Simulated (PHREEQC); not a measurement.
Solution (25 °C): 5 mmol/kgw Cu(NO3)2, 23 mmol/kgw HBF4 and 0.31 mmol/kgw H3BO3. Closed to the air; pH follows from the charge balance.

Equilibrium calculation in PHREEQC: ion-association model, phreeqc.dat.

```tsv
quantity	before	after
pH	1.73	2.65
ionic strength (mol/kgw)	0.0366	0.00385
BF4- (mol/kgw)	0.0202	0.00119
HF (mol/kgw)	0.00790	0.00290
H3BO3 (mol/kgw)	0.00207	0.000922
BF3OH- (mol/kgw)	0.000931	0.000151
```

### Question
Which change was made?
A. diluted 10-fold with water
B. Cu(NO3)2 from 0.005 to 0.0005 mol/kgw
C. 0.00031 mol/kgw LiOH added

### Answer
A, diluted 10-fold with water

No solid was allowed to form. Real BF4- forms and hydrolyses slowly; the run takes it at equilibrium.
